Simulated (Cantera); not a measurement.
A freely propagating, adiabatic, planar premixed flame of 4.44 % C3H8, 22.2 % O2, 73.3 % N2, equivalence ratio 1.0, unburnt at 525 K and 1.09 atm; mixture-averaged transport, grid criteria slope 0.08 and curve 0.16, no radiation.

Cantera simulation using GRI-Mech 3.0 (53 species, 325 reactions); the numbers are that mechanism's predictions, not measurements. GRI-Mech 3.0 was tuned for natural gas; its chemistry of propane as a main component is partial and can be far from experiment. Burning velocities carry a grid error of a few per cent, more on coarse grids.

### Question
Predict: laminar burning velocity; thermal thickness; peak x(C2H4); peak x(CH4); peak x(C2H2); peak x(O).

### Answer
| Item | Result |
|---|---|
| laminar burning velocity | 145 cm/s |
| thermal thickness | 0.227 mm |
| peak x(C2H4) | 0.0118 |
| peak x(CH4) | 0.00332 |
| peak x(C2H2) | 0.00177 |
| peak x(O) | 0.00727 |
